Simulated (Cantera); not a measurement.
A Cantera script and what it prints.

```python
import numpy as np
import cantera as ct

gas_names = """
    AL ALH ALN AL2 H H2 N NH NH2 NH3 N2 N2H2 N2H4
""".split()
cond_names = """
    AL(cr) AL(L) ALN(s)
""".split()


# ... load() reads the species with a 1 bar reference pressure and builds the phases ...
atoms = {
    'Al': {'AL': 1},
    'NH3': {'N': 1, 'H': 3},
    'N2': {'N': 2},
}
top_T = {'ALN(s)': 2750}  # K; cautious upper limits of use, not melting points


# ... equilibrate(T, P, feed) seeds the gas with the atoms and calls Mixture.equilibrate('TP', solver="vcs", rtol=1e-11, max_steps=5000) ...
results = []
feed = {'Al': 1, 'NH3': 290, 'N2': 820}  # mol
T = 848  # K
P = 2000  # Pa
mix = equilibrate(T, P, feed)
results.append((T, P, feed, dict(zip(mix.species_names, mix.species_moles))))
x = sorted(zip(gas.X, gas.species_names), reverse=True)
print(f"T = {T:g} K  P = {P:g} Pa  gas = {mix.phase_moles(0):.4g} mol")
print("   x: " + "  ".join(f"{s} {v:.3e}" for v, s in x if v > 1e-05))
print("   condensed (mol): " + ("  ".join(f"{mix.phase(i).name} {mix.phase_moles(i):.4g}"
      for i in range(1, mix.n_phases) if mix.phase_moles(i) > 1e-12) or "none"))
```

Result:

```
T = 848 K  P = 2000 Pa  gas = 1399 mol
   x: N2 6.892e-01  H2 3.108e-01
   condensed (mol): ALN(s) 1
```

Equilibrium computed with Cantera from the NASA thermochemical tables; the gas is ideal and each condensed phase is pure.
